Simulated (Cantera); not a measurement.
Feed: 1 mol SiC, 3.1 mol H2, equilibrated at 7.50 Torr.

These are equilibrium values from Cantera (NASA tables, ideal gas, pure condensed phases), not measurements of a reactor. Candidate condensed phases: C, C6H6, C7H8, C8H18, Si, SiC; 87 gas species. Gases not in the tables: Si2H6 and higher silanes. The numbers say what is thermodynamically allowed, not how fast it happens.

Question: Which condensed phases are stable at each of these points (T (°C)): 1452, 1552, 1652, 1752, 1852, 1952, 2052, 2152, 2252, 2352, 2452?

Answer: 
```json
[
 {"T (°C)": "1452", "condensed phases": "SiC(s)", "Si condensed (%)": "100.0"},
 {"T (°C)": "1552", "condensed phases": "SiC(s)", "Si condensed (%)": "100.0"},
 {"T (°C)": "1652", "condensed phases": "SiC(s)", "Si condensed (%)": "99.9"},
 {"T (°C)": "1752", "condensed phases": "SiC(s)", "Si condensed (%)": "99.8"},
 {"T (°C)": "1852", "condensed phases": "SiC(s)", "Si condensed (%)": "99.3"},
 {"T (°C)": "1952", "condensed phases": "SiC(s)", "Si condensed (%)": "97.8"},
 {"T (°C)": "2052", "condensed phases": "C(graphite) + SiC(s)", "Si condensed (%)": "91.8"},
 {"T (°C)": "2152", "condensed phases": "C(graphite) + SiC(s)", "Si condensed (%)": "71.3"},
 {"T (°C)": "2252", "condensed phases": "C(graphite)", "Si condensed (%)": "0.0"},
 {"T (°C)": "2352", "condensed phases": "C(graphite)", "Si condensed (%)": "0.0"},
 {"T (°C)": "2452", "condensed phases": "C(graphite)", "Si condensed (%)": "0.0"}
]
```

From 1452 °C to 1952 °C the condensed part is SiC(s). From 2052 °C to 2152 °C the condensed part is C(graphite) + SiC(s). From 2252 °C to 2452 °C the condensed part is C(graphite).
